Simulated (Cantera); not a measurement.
## Carbon deposition, reforming and gasification: n-butane + NH3

A closed system holds: 1 mol n-butane, 0.66 mol NH3, held at 2.80 bar.

Cantera equilibrium calculation (NASA polynomials, part measured and part estimated; ideal gas, pure solids and liquids). Candidate condensed phases: C, C6H6, C7H8, C8H18; 92 gas species. Rates play no part.

```tsv
T (K)	x H2	x N2	x HCN	x H	x C2H2 (acetylene)	x CH4	x HNC	x CH3	n C(graphite)
1998	0.943	0.0506	0.00319	0.000931	0.000715	0.00106	0.000181	2.08e-5	3.96
2023	0.943	0.0504	0.00351	0.00110	0.000842	0.000995	0.000208	2.29e-5	3.96
2048	0.942	0.0502	0.00386	0.00130	0.000988	0.000932	0.000239	2.53e-5	3.96
2073	0.942	0.0500	0.00422	0.00153	0.00115	0.000875	0.000273	2.77e-5	3.95
2098	0.941	0.0497	0.00461	0.00178	0.00134	0.000822	0.000310	3.04e-5	3.95
2123	0.941	0.0495	0.00502	0.00208	0.00156	0.000774	0.000352	3.32e-5	3.94
2148	0.940	0.0493	0.00545	0.00241	0.00180	0.000730	0.000398	3.62e-5	3.94
2173	0.939	0.0490	0.00591	0.00279	0.00207	0.000689	0.000449	3.94e-5	3.93
2198	0.938	0.0487	0.00640	0.00322	0.00238	0.000651	0.000504	4.28e-5	3.92
2223	0.937	0.0484	0.00691	0.00371	0.00272	0.000615	0.000565	4.64e-5	3.91
2248	0.936	0.0481	0.00744	0.00425	0.00310	0.000583	0.000631	5.02e-5	3.91
2273	0.935	0.0478	0.00800	0.00485	0.00352	0.000552	0.000703	5.42e-5	3.90
2298	0.933	0.0474	0.00859	0.00553	0.00399	0.000524	0.000781	5.83e-5	3.89
```
x: gas mole fraction; n: condensed amount in mol.

From 1998 K to 2298 K the condensed part is C(graphite). The main C-bearing gas is HCN throughout. The share of C in condensed phases is highest at 1998 K (99.1 %) and lowest at 2298 K (97.1 %).
